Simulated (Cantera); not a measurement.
Feed: 1 mol FeS, 3.2 mol H2S, a varied amount of O2, 0.23 mol SO2, held at 1127 °C and 0.0150 bar.

Equilibrium computed with Cantera from the NASA thermochemical tables; the gas is ideal and each condensed phase is pure. Candidate condensed phases: Fe, FeO, Fe(OH)2, Fe(OH)3, FeS, FeSO4, FeS2, Fe2O3, Fe2(SO4)3, Fe3O4, H2O, H2SO4, S; 22 gas species. FeS: taken at fixed stoichiometry. Rates play no part.

Task: At 0.24 mol O2, list the 6 most abundant gas species with their mole fractions, and the condensed phases.

Result: H2 0.351, S2 0.299, H2O 0.201, H2S 0.143, SH 0.00343, SO2 0.00142. Condensed: FeS(s).
